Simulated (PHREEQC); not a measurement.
Make-up at 20 °C: 0.053 mol/kgw NaHCO3, 0.038 mol/kgw NaOH and 0.16 mol/kgw LiCl. Closed to the air; pH follows from the charge balance.

Computed with PHREEQC (ion-association model, wateq4f.dat).

Precipitation was switched off in this run.

**Question.** Predict the pH.

**Answer.** pH 10.25.

**Question.** In which forms is Na present?

**Answer.** Na+ 89 %, NaCO3- 10 % of the Na.

Species that the database lacks are ignored.
